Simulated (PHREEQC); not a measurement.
Dissolve 0.028 mol/kgw MgCl2, 5.4e-05 mol/kgw Na2CO3 and 3.3e-05 mol/kgw H4SiO4 at 20 °C. Closed to the air; pH follows from the charge balance.

All values are PHREEQC results (ion-association model, phreeqc.dat), not measurements.

Precipitation was switched off in this run.

**Question.** Order these C species by the share of C that they hold, largest first: CO3-2, CO2, MgCO3, HCO3-, MgHCO3+.

**Answer.** HCO3- (66 %), MgCO3 (20 %), MgHCO3+ (9.3 %), CO3-2 (4.7 %), CO2 (0.14 %)

The pH is 8.94 and the ionic strength 0.0840 mol/kgw. Species that the database lacks are ignored.
